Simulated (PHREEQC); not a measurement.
Dissolve 12 mmol/kgw H3BO3, 87 mmol/kgw NH3 and 150 mmol/kgw LiCl at 10 °C. Closed to the air; pH follows from the charge balance.

Equilibrium calculation in PHREEQC: ion-association model, phreeqc.dat.

```json
[
 {"quantity": "pH", "before": "10.70", "after": "8.83"},
 {"quantity": "ionic strength (mol/kgw)", "before": "0.162", "after": "0.158"},
 {"quantity": "NH3 (mol/kgw)", "before": "0.0752", "after": "0.0795"},
 {"quantity": "NH4+ (mol/kgw)", "before": "0.0118", "after": "0.00755"},
 {"quantity": "H2BO3- (mol/kgw)", "before": "0.0116", "after": "0.00716"},
 {"quantity": "H3BO3 (mol/kgw)", "before": "0.000393", "after": "0.00484"}
]
```

Task: What was changed between the two runs?
A. NH3 from 0.087 to 0.0957 mol/kgw
B. NH3 from 0.087 to 0.0087 mol/kgw
C. temperature from 10 to 90 °C
D. diluted 10-fold with water

Result: C, temperature from 10 to 90 °C

This is a speciation only: nothing precipitates in the calculation. Constants without temperature data keep their 25 °C values here.
